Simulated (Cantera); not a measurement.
Feed: 1 mol Cu2O, 120 mol H2, 5.6 mol N2, equilibrated at 1502 °C and 0.00200 bar.

These are equilibrium values from Cantera (NASA tables, ideal gas, pure condensed phases), not measurements of a reactor. Candidate condensed phases: Cu, CuO, Cu(OH)2, Cu2O, H2O; 27 gas species. Rates play no part.

Base state: H2 0.927, N2 0.0438, Cu 0.0156, H2O 0.00781, H 0.00623 (mole fractions); condensed: gas only.

Q: What changes in the equilibrium state with this change: temperature from 1502 °C to 1902 °C?

A: 
| species | before | after |
|---|---|---|
| H2 | 0.927 | 0.836 |
| H | 0.00623 | 0.0998 |
| N2 | 0.0438 | 0.0417 |
| Cu | 0.0156 | 0.0149 |
| OH | 3.27e-6 | 0.000117 |
| H2O | 0.00781 | 0.00732 |

Q: What changes in the equilibrium state with this change: pressure from 0.00200 bar to 0.000130 bar?

A: 
```csv
species,before,after
H2,0.927,0.909
N2,0.0438,0.0434
H,0.00623,0.0242
Cu,0.0156,0.0155
OH,3.27e-6,1.28e-5
H2O,0.00781,0.00773
```
